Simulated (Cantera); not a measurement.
A perfectly stirred reactor is fed with 0.236 % CO, 1.37 % O2, 0.236 % H2O, 98.2 % N2, at 420000 Pa; it is held at 925 K, and followed from long to short residence time.

Detailed kinetics in Cantera: GRI-Mech 3.0 (53 species, 325 reactions).

Q: Predict: x(CO) at τ = 6.10 s; x(O2) at τ = 6.10 s; x(H2O) at τ = 6.10 s; x(CO2) at τ = 6.10 s; x(CO) at τ = 31.0 ms; x(O2) at τ = 31.0 ms; x(H2O) at τ = 31.0 ms; x(CO2) at τ = 31.0 ms.

A: 
```json
{
  "x(CO) at τ = 6.10 s": "0.00212",
  "x(O2) at τ = 6.10 s": "0.0136",
  "x(H2O) at τ = 6.10 s": "0.00236",
  "x(CO2) at τ = 6.10 s": "0.000239",
  "x(CO) at τ = 31.0 ms": "0.00236",
  "x(O2) at τ = 31.0 ms": "0.0137",
  "x(H2O) at τ = 31.0 ms": "0.00236",
  "x(CO2) at τ = 31.0 ms": "3.32e-9"
}
```
